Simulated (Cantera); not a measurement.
An isothermal, constant-pressure homogeneous reactor starts with C2H4 : H2 = 1 : 55 (molar parts), at 1273 K and 27.8 Torr. Integrator tolerance rtol = 1e-08.

Cantera simulation using GRI-Mech 3.0 (53 species, 325 reactions); the numbers are that mechanism's predictions, not measurements. GRI-Mech 3.0 was tuned for natural gas; its chemistry of ethylene as a main component is partial and can be far from experiment. GRI-Mech 3.0 stops at C3 and has no aromatics, soot or wall deposition, so with more carbon than oxygen in the feed, carbon stays in small species such as C2H2 where larger ones or solid carbon would form. Radical loss at walls, strong at low pressure, is not modelled.

**Question.** What does this change do: pressure from 27.8 Torr to 760 Torr?

**Answer.** 
```tsv
quantity	before	after
x(C2H4) at 30.0 s	0.00212 (gas-phase equilibrium 0.000438)	2.53e-5 (gas-phase equilibrium 2.48e-5)
x(H2) at 30.0 s	0.981 (gas-phase equilibrium 0.967)	0.964 (gas-phase equilibrium 0.964)
x(C2H2) at 30.0 s	0.0146 (gas-phase equilibrium 0.00299)	6.33e-6 (gas-phase equilibrium 6.19e-6)
x(H) at 30.0 s	1.04e-5 (gas-phase equilibrium 3.67e-6)	7.01e-7 (gas-phase equilibrium 7.00e-7)
x(C2H) at 30.0 s	5.50e-11 (gas-phase equilibrium 4.04e-12)	<1e-12 (gas-phase equilibrium <1e-12)
x(C2H6) at 30.0 s	4.27e-6 (gas-phase equilibrium 1.04e-6)	1.64e-6 (gas-phase equilibrium 1.61e-6)
```
